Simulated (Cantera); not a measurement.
## Low-pressure radical oxidation in H2/O2

An isothermal, constant-pressure homogeneous reactor starts with 4.63 % H2, 92.6 % O2, 2.78 % H2O, equivalence ratio 0.025, at 975 K and 0.0133 bar.

Model: GRI-Mech 3.0 (53 species, 325 reactions), integrated in Cantera. Radical loss at walls, strong at low pressure, is not modelled. The temperature is held fixed by assumption; the heat of reaction is taken as removed at once.

```
t (s)         x H2   x O2       x H       x O   x H2O     x HO2
--------  --------  -----  --------  --------  ------  --------
1.00e-5     0.0463  0.926  2.00e-12    <1e-12  0.0278  2.06e-12
3.39e-5     0.0463  0.926  6.37e-12    <1e-12  0.0278  7.01e-12
0.000115    0.0463  0.926  1.90e-11  6.60e-12  0.0278  2.39e-11
0.000389    0.0463  0.926  6.57e-11  6.26e-11  0.0278  8.21e-11
0.00132     0.0463  0.926  8.17e-10   1.24e-9  0.0278  3.16e-10
0.00447     0.0463  0.926   1.92e-6   3.03e-6  0.0278   1.14e-7
0.0152     0.00144  0.910   0.00575    0.0111  0.0699   9.11e-6
0.0514    0.000145  0.922  0.000206   0.00150  0.0753   4.63e-6
0.174      1.18e-5  0.924   4.88e-6  0.000127  0.0757   1.19e-6
0.590      1.02e-6  0.924   1.64e-7   1.31e-5  0.0758   2.10e-7
2.00       1.21e-7  0.924   9.60e-9   1.97e-6  0.0758   3.86e-8
```
x: mole fraction; the columns are a selection and need not sum to one.

Equilibrium at this temperature and pressure: H2 2.80e-11, O2 0.924, H <1e-12, O 6.05e-10, H2O 0.0758, HO2 5.55e-10 (gas phase only).
